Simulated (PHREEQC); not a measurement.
Dissolve 0.0036 mol/kgw H3BO3 and 0.0003 mol/kgw NaCl at 25 °C. Closed to the air; pH follows from the charge balance.

All values are PHREEQC results (ion-association model, phreeqc.dat), not measurements.

This is a speciation only: nothing precipitates in the calculation.

Task: Estimate the pH.

Result: pH 5.84.

Species that the database lacks are ignored.
